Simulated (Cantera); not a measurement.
## Equilibrium for carbon deposition, reforming and gasification: CO + CO₂

Input: 1 mol CO, a varied amount of CO₂, held at 898.15 K and 0.133 bar.

These are equilibrium values from Cantera (NASA tables, ideal gas, pure condensed phases), not measurements of a reactor. Candidate condensed phases: C; 12 gas species. The numbers say what is thermodynamically allowed, not how fast it happens.

| n(CO₂) (mol) | x CO | x CO₂ | n C(graphite) |
|---|---|---|---|
| 0.12 | 0.660 | 0.340 | 0.195 |
| 0.15 | 0.660 | 0.340 | 0.180 |
| 0.18 | 0.660 | 0.340 | 0.165 |
| 0.22 | 0.660 | 0.340 | 0.145 |
| 0.27 | 0.660 | 0.340 | 0.121 |
| 0.32 | 0.660 | 0.340 | 0.0961 |
| 0.39 | 0.660 | 0.340 | 0.0616 |
| 0.47 | 0.660 | 0.340 | 0.0222 |
| 0.57 | 0.637 | 0.363 | 0 |
| 0.69 | 0.592 | 0.408 | 0 |
| 0.83 | 0.546 | 0.454 | 0 |
| 1 | 0.500 | 0.500 | 0 |
| 1.2 | 0.455 | 0.545 | 0 |
x: gas mole fraction; n: condensed amount in mol.

From 0.12 mol CO₂ to 0.47 mol CO₂ the condensed part is C(graphite). From 0.57 mol CO₂ to 1.2 mol CO₂ nothing is condensed. The main C-bearing gas is CO at 0.12 mol CO₂ and CO₂ at 1.2 mol CO₂.
